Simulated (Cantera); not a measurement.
What does this Cantera script print?

```python
import numpy as np
import cantera as ct

gas_names = """
    O O2 O3 S SO SO2 SO3 S2 S2O S8
""".split()
cond_names = """
    S(cr1) S(cr2) S(L)
""".split()


# ... load() reads the species with a 1 bar reference pressure and builds the phases ...
atoms = {
    'SO2': {'S': 1, 'O': 2},
    'O2': {'O': 2},
}
top_T = {}  # K; cautious upper limits of use, not melting points


# ... equilibrate(T, P, feed) seeds the gas with the atoms and calls Mixture.equilibrate('TP', solver="vcs", rtol=1e-11, max_steps=5000) ...
results = []
feed = {'SO2': 1, 'O2': 5.7}  # mol
P = 1333.22  # Pa
for T in [750, 800, 850, 900, 950, 1000, 1050, 1100, 1150, 1200]:
    mix = equilibrate(T, P, feed)
    results.append((T, P, feed, dict(zip(mix.species_names, mix.species_moles))))

top = {s: max(r[3][s] / sum(r[3][g] for g in gas_names) for r in results) for s in gas_names}
cols = sorted((s for s in top if top[s] > 1e-06), key=lambda s: -top[s])[:6]
seen = [c for c in cond_names if any(r[3].get(c, 0) > 1e-12 for r in results)]
print("log10 of partial pressures in bar; condensed amounts in mol")
print(f"{'T/K':>10s}" + "".join(f"{s[:9]:>10s}" for s in cols + seen))
for T, P, feed, n in results:
    ng = sum(n[g] for g in gas_names)
    print(f"{T:10.4g}" + "".join(f"{np.log10(max(n[s] / ng * P / 1e5, 1e-99)):10.3f}" for s in cols)
          + "".join(f"{n.get(c, 0):10.4g}" for c in seen))
```

Output:

```
log10 of partial pressures in bar; condensed amounts in mol
       T/K        O2       SO2       SO3
       750    -1.951    -3.703    -2.713
       800    -1.950    -3.342    -2.780
       850    -1.949    -3.085    -2.899
       900    -1.948    -2.920    -3.070
       950    -1.947    -2.825    -3.273
      1000    -1.946    -2.772    -3.489
      1050    -1.946    -2.743    -3.702
      1100    -1.946    -2.727    -3.906
      1150    -1.946    -2.718    -4.097
      1200    -1.945    -2.712    -4.275
```

Equilibrium computed with Cantera from the NASA thermochemical tables; the gas is ideal and each condensed phase is pure.
